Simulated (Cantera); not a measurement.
A closed system holds: 1 mol Si(CH3)4, 0.52 mol CH4, 2.5 mol H2, equilibrated at 0.100 bar.

These are equilibrium values from Cantera (NASA tables, ideal gas, pure condensed phases), not measurements of a reactor. Candidate condensed phases: C, C6H6, C7H8, C8H18, Si, SiC; 87 gas species. Kinetics and transport are ignored. All values below are at 1373 K.

Base state: H2 0.999, CH4 0.000503, H 1.05e-5 (mole fractions); condensed: C(graphite) + SiC(s).

Task: What changes in the equilibrium state with this change: Si(CH3)4 replaced by (CH3)2SiCl2?

Result: 
```
species           before     after
----------------  ------  --------
H2                 0.999     0.742
HCl                    0     0.255
SiCl4                  0   0.00161
SiCl2                  0   0.00107
SiCl3                  0  0.000608
C(graphite), mol    3.52      1.54
SiC(s), mol         1.00     0.973
```
The feed counts by its element totals alone. The tables' values for SiCl3 are old estimates; treat these amounts as uncertain.
